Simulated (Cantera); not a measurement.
Reactions in the system Ca-N-O-S

Cantera with NASA thermochemical tables; ideal gases at 1 bar, condensed phases pure. Values are per mole of reaction as written; species without (g) are pure solids or liquids, kept so even where they would boil at 1 bar.

6 NO(g) + CaS → SO₂(g) + 3 N₂O(g) + CaO

```csv
T (K),ΔH° (kJ),ΔS° (J/K),ΔG° (kJ),log10 K
1598,-747.8,-366.5,-162.2,5.30
1648,-746.8,-365.8,-143.9,4.56
1698,-745.8,-365.2,-125.6,3.86
1748,-744.7,-364.6,-107.4,3.21
1798,-743.6,-364.0,-89.2,2.59
1848,-742.6,-363.4,-71.0,2.01
1898,-741.5,-362.8,-52.8,1.45
```

N₂O(g) + CaO → Ca + 2 NO(g)

```tsv
T (K)	ΔH° (kJ)	ΔS° (J/K)	ΔG° (kJ)	log10 K
1598	738.1	206.5	408.1	-13.34
1648	737.7	206.3	397.8	-12.61
1698	737.4	206.1	387.5	-11.92
1748	737.0	205.9	377.2	-11.27
1798	736.7	205.7	366.9	-10.66
1848	736.3	205.4	356.7	-10.08
1898	735.9	205.2	346.4	-9.53
```
